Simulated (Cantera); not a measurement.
Feed: 1 mol Cr, 0.12 mol O2, 2.2 mol H2, 29 mol H2O, equilibrated at 2273 K and 1.33 mbar.

These are equilibrium values from Cantera (NASA tables, ideal gas, pure condensed phases), not measurements of a reactor. The numbers say what is thermodynamically allowed, not how fast it happens.

```csv
species,before,after
H,0.0923,0.318
H2O,0.610,0.230
H2,0.161,0.172
O,0.0214,0.110
CrO2,0.0133,0.00385
O2,0.0340,0.0603
OH,0.0543,0.0907
CrO,0.0105,0.00914
CrO3,4.66e-5,6.02e-6
Cr,0.00315,0.00642
```
Gas species are given as mole fractions.

Question: What was changed between the two runs?
A. temperature from 2273 K to 1398.15 K
B. temperature from 2273 K to 2525 K
C. temperature from 2273 K to 1050 K
D. temperature from 2273 K to 1273 K

Answer: B, temperature from 2273 K to 2525 K
